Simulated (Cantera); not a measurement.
Charge: 1 mol HgO, 0.023 mol O2, 32 mol N2, at 350 °C and 0.000610 bar.

Method: chemical equilibrium by Gibbs-energy minimisation in Cantera with the NASA 1993 tables (ideal gas, pure condensed phases). Candidate condensed phases: Hg, HgO; 10 gas species. Kinetics and transport are ignored.

Base state: N2 0.955, Hg 0.0298, O2 0.0156 (mole fractions); condensed: gas only.

Question: What changes in the equilibrium state with this change: HgO replaced by PbO?

Answer: 
```json
[
 {"species": "N2", "before": "0.955", "after": "0.999"},
 {"species": "O2", "before": "0.0156", "after": "0.000718"},
 {"species": "Hg", "before": "0.0298", "after": "0"},
 {"species": "PbO(red), mol", "before": "0", "after": "1.00"}
]
```
Further candidate phases: Pb, PbO, PbO2, Pb3O4.
